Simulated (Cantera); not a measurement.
A Cantera script and its output.

```python
import numpy as np
import cantera as ct

gas = ct.Solution("gri30.yaml")
gas.TPX = 348, 600000, {'CH4': 1, 'H2': 0.28, 'O2': 1.78, 'N2': 6.71}
flame = ct.FreeFlame(gas, width=0.011)
flame.set_refine_criteria(ratio=3, slope=0.08, curve=0.16)
flame.transport_model = "mixture-averaged"
flame.solve(loglevel=0, auto=True)
flame.transport_model = "multicomponent"
flame.soret_enabled = False
flame.solve(loglevel=0, refine_grid=True)
z, T = flame.grid, flame.T
thick = (T[-1] - T[0]) / np.gradient(T, z).max()
show = ['CH4', 'H2', 'O2', 'NO2', 'CH2O', 'N2O']
print(f"laminar burning velocity  {flame.velocity[0] * 100:.3f} cm/s")
print(f"burnt temperature         {T[-1]:.1f} K")
print(f"thermal thickness         {thick * 1e3:.4f} mm")
print(f"grid points               {len(z)}")
z0 = z[flame.heat_release_rate.argmax()]
print(f"{'z/mm':>9s}{'T/K':>9s}{'u/(m/s)':>9s}" + "".join(f"{s:>11s}" for s in show))
rows = []
for k in (-3, -2, -1.5, -1, -0.5, -0.25, 0, 0.25, 0.5, 1, 2, 4, 8):
    zz = z0 + k * thick
    rows.append([k * thick, np.interp(zz, z, T), np.interp(zz, z, flame.velocity),
                 *(np.interp(zz, z, flame.X[gas.species_index(s)]) for s in show)])
    print(f"{rows[-1][0] * 1e3:9.3f}{rows[-1][1]:9.1f}{rows[-1][2]:9.3f}" + "".join(f"{x:11.3e}" for x in rows[-1][3:]))
```

Result:

```
laminar burning velocity  21.592 cm/s
burnt temperature         2189.1 K
thermal thickness         0.1414 mm
grid points               135
     z/mm      T/K  u/(m/s)        CH4         H2         O2        NO2       CH2O        N2O
   -0.424    348.7    0.216  1.023e-01  2.883e-02  1.821e-01  1.886e-09  1.296e-07  3.161e-12
   -0.283    353.4    0.219  1.021e-01  2.911e-02  1.818e-01  2.048e-08  1.601e-06  3.967e-11
   -0.212    375.9    0.234  1.010e-01  2.951e-02  1.805e-01  1.510e-07  1.381e-05  3.499e-10
   -0.141    526.0    0.328  9.319e-02  3.029e-02  1.701e-01  1.426e-06  1.753e-04  4.742e-09
   -0.071   1094.9    0.692  5.966e-02  3.145e-02  1.203e-01  3.006e-06  1.163e-03  4.191e-08
   -0.035   1538.0    0.980  3.056e-02  3.206e-02  7.381e-02  6.707e-07  1.108e-03  8.783e-08
    0.000   1926.2    1.233  6.496e-03  3.118e-02  2.742e-02  4.042e-08  3.346e-04  1.183e-07
    0.035   2080.3    1.329  4.999e-04  2.872e-02  6.540e-03  1.071e-08  5.225e-05  9.578e-08
    0.071   2120.5    1.351  3.363e-05  2.813e-02  1.755e-03  8.305e-09  4.522e-06  7.447e-08
    0.141   2149.7    1.367  4.728e-07  2.851e-02  4.105e-04  6.436e-09  6.384e-08  5.056e-08
    0.283   2171.0    1.379  4.315e-09  2.873e-02  1.296e-04  4.440e-09  3.495e-09  3.071e-08
    0.566   2183.1    1.386  8.209e-11  2.876e-02  3.803e-05  2.900e-09  3.032e-09  1.763e-08
    1.131   2187.8    1.389  5.284e-12  2.877e-02  1.406e-05  2.120e-09  2.993e-09  1.162e-08
```

Model: GRI-Mech 3.0 (53 species, 325 reactions), integrated in Cantera. Burning velocities carry a grid error of a few per cent, more on coarse grids.
